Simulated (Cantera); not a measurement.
## Thermodynamics of thermal oxidation and active oxidation of silicon, feed Si + H₂O + H₂

Feed: 1 mol Si, 0.0017 mol H₂O, 1.6 mol H₂, equilibrated at 0.133 bar.

Method: chemical equilibrium by Gibbs-energy minimisation in Cantera with the NASA 1993 tables (ideal gas, pure condensed phases). Candidate condensed phases: H₂O, Si, SiO₂; 18 gas species. Mutual solubility and eutectic melting of coexisting phases are not modelled. The tables hold silica as quartz up to 1696 K and as liquid above; real silica turns to tridymite and cristobalite and melts near 1996 K. Gases not in the tables: Si₂H₆ and higher silanes. Kinetics and transport are ignored.

```json
[
 {"T (°C)": "1052", "x H₂": "1.000", "x H": "4.48e-6", "x Si": "7.07e-10", "x SiO": "0.000104", "x SiH": "1.87e-9", "x SiH₂": "1.17e-7", "x Si₂": "<1e-12", "n Si(s)": "0.999", "n SiO₂(β-quartz)": "0.000766", "n Si(l)": "0"},
 {"T (°C)": "1127", "x H₂": "0.999", "x H": "1.33e-5", "x Si": "6.17e-9", "x SiO": "0.000550", "x SiH": "1.12e-8", "x SiH₂": "3.76e-7", "x Si₂": "3.67e-12", "n Si(s)": "0.999", "n SiO₂(β-quartz)": "0.000408", "n Si(l)": "0"},
 {"T (°C)": "1202", "x H₂": "0.999", "x H": "3.55e-5", "x Si": "4.31e-8", "x SiO": "0.00106", "x SiH": "5.61e-8", "x SiH₂": "1.08e-6", "x Si₂": "4.60e-11", "n Si(s)": "0.998", "n SiO₂(β-quartz)": "0", "n Si(l)": "0"},
 {"T (°C)": "1277", "x H₂": "0.999", "x H": "8.62e-5", "x Si": "2.49e-7", "x SiO": "0.00106", "x SiH": "2.39e-7", "x SiH₂": "2.79e-6", "x Si₂": "4.50e-10", "n Si(s)": "0.998", "n SiO₂(β-quartz)": "0", "n Si(l)": "0"},
 {"T (°C)": "1352", "x H₂": "0.999", "x H": "0.000193", "x Si": "1.22e-6", "x SiO": "0.00106", "x SiH": "8.88e-7", "x SiH₂": "6.60e-6", "x Si₂": "3.55e-9", "n Si(s)": "0.998", "n SiO₂(β-quartz)": "0", "n Si(l)": "0"},
 {"T (°C)": "1427", "x H₂": "0.999", "x H": "0.000403", "x Si": "5.09e-6", "x SiO": "0.00106", "x SiH": "2.87e-6", "x SiH₂": "1.42e-5", "x Si₂": "2.23e-8", "n Si(s)": "0", "n SiO₂(β-quartz)": "0", "n Si(l)": "0.998"},
 {"T (°C)": "1502", "x H₂": "0.998", "x H": "0.000792", "x Si": "1.65e-5", "x SiO": "0.00106", "x SiH": "7.37e-6", "x SiH₂": "2.50e-5", "x Si₂": "9.21e-8", "n Si(s)": "0", "n SiO₂(β-quartz)": "0", "n Si(l)": "0.998"},
 {"T (°C)": "1577", "x H₂": "0.997", "x H": "0.00147", "x Si": "4.84e-5", "x SiO": "0.00106", "x SiH": "1.75e-5", "x SiH₂": "4.20e-5", "x Si₂": "3.38e-7", "n Si(s)": "0", "n SiO₂(β-quartz)": "0", "n Si(l)": "0.998"},
 {"T (°C)": "1652", "x H₂": "0.996", "x H": "0.00261", "x Si": "0.000131", "x SiO": "0.00106", "x SiH": "3.87e-5", "x SiH₂": "6.79e-5", "x Si₂": "1.12e-6", "n Si(s)": "0", "n SiO₂(β-quartz)": "0", "n Si(l)": "0.998"},
 {"T (°C)": "1727", "x H₂": "0.994", "x H": "0.00444", "x Si": "0.000327", "x SiO": "0.00106", "x SiH": "8.07e-5", "x SiH₂": "0.000106", "x Si₂": "3.39e-6", "n Si(s)": "0", "n SiO₂(β-quartz)": "0", "n Si(l)": "0.997"},
 {"T (°C)": "1802", "x H₂": "0.991", "x H": "0.00726", "x Si": "0.000764", "x SiO": "0.00106", "x SiH": "0.000159", "x SiH₂": "0.000159", "x Si₂": "9.42e-6", "n Si(s)": "0", "n SiO₂(β-quartz)": "0", "n Si(l)": "0.997"},
 {"T (°C)": "1877", "x H₂": "0.985", "x H": "0.0115", "x Si": "0.00168", "x SiO": "0.00105", "x SiH": "0.000298", "x SiH₂": "0.000231", "x Si₂": "2.44e-5", "n Si(s)": "0", "n SiO₂(β-quartz)": "0", "n Si(l)": "0.995"}
]
```
x: gas mole fraction; n: condensed amount in mol.

From 1052 °C to 1127 °C the condensed part is Si(s) + SiO₂(β-quartz). From 1202 °C to 1352 °C the condensed part is Si(s). From 1427 °C to 1877 °C the condensed part is Si(l). The main Si-bearing gas is SiO at 1052 °C and Si at 1877 °C.
